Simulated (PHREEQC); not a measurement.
Make-up at 25 °C: 0.58 mmol/kgw NaH2PO4, 0.032 mmol/kgw NaF and 0.118 mmol/kgw KCl. Closed to the air; pH follows from the charge balance.

Computed with PHREEQC (ion-association model, phreeqc.dat).

- pH = 5.24
- ionic strength = 0.000743 mol/kgw

| species | molality | activity | log γ |
|---|---|---|---|
| Na+ | 0.000612 | 0.000593 | -0.013 |
| H2PO4- | 0.000573 | 0.000556 | -0.013 |
| Cl- | 0.000118 | 0.000114 | -0.013 |
| K+ | 0.000118 | 0.000114 | -0.013 |
| F- | 3.17e-5 | 3.08e-5 | -0.013 |
| HPO4-2 | 6.71e-6 | 5.94e-6 | -0.053 |
| H+ | 5.98e-6 | 5.81e-6 | -0.013 |
| H3PO4 | 4.75e-7 | 4.75e-7 | 0.000 |
| HF | 2.68e-7 | 2.68e-7 | 0.000 |

Precipitation was switched off in this run.
